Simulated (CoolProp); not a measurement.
A Linde-Hampson liquefier for dry air: isothermal reversible compression at 230 K from 1 atm to 10 MPa, throttling to 1 atm, return gas leaving the recuperator 2 K below the feed. Each further row changes one setting.

Computed with CoolProp (reference Helmholtz-energy equation of state, Lemmon 2000). It is a pseudo-pure fit of the blend.

| case | liquid yield per pass | compression work (kJ/kg of gas) |
|---|---|---|
| as stated | (withheld) | 295 |
| high pressure 20 MPa | (withheld) | (withheld) |
| warm-end temperature 260 K | (withheld) | (withheld) |
| warm-end gap 7 K | (withheld) | 295 |

Task: Complete the blanks.

Result: 
- as stated, liquid yield per pass: 0.098
- high pressure 20 MPa, liquid yield per pass: 0.169
- high pressure 20 MPa, compression work (kJ/kg of gas): 337
- warm-end temperature 260 K, liquid yield per pass: 0.067
- warm-end temperature 260 K, compression work (kJ/kg of gas): 338
- warm-end gap 7 K, liquid yield per pass: 0.085
